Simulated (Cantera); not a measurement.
Feed: 1 mol CuO, 17 mol CO, 2.4 mol N₂, at 1598 K and 1.33 mbar.

Method: chemical equilibrium by Gibbs-energy minimisation in Cantera with the NASA 1993 tables (ideal gas, pure condensed phases). Candidate condensed phases: C, Cu, CuO, Cu₂O; 27 gas species. Rates play no part.

Base state: CO 0.801, N₂ 0.120, CO₂ 0.0501, Cu 0.0290, Cu₂ 2.05e-5 (mole fractions); condensed: Cu(l).

**Question.** What changes in the equilibrium state with this change: pressure from 1.33 mbar to 1 atm?

**Answer.** 
```tsv
species	before	after
CO	0.801	0.825
N₂	0.120	0.124
CO₂	0.0501	0.0515
Cu	0.0290	3.81e-5
Cu₂	2.05e-5	2.70e-8
Cu(l), mol	0.421	0.999
```
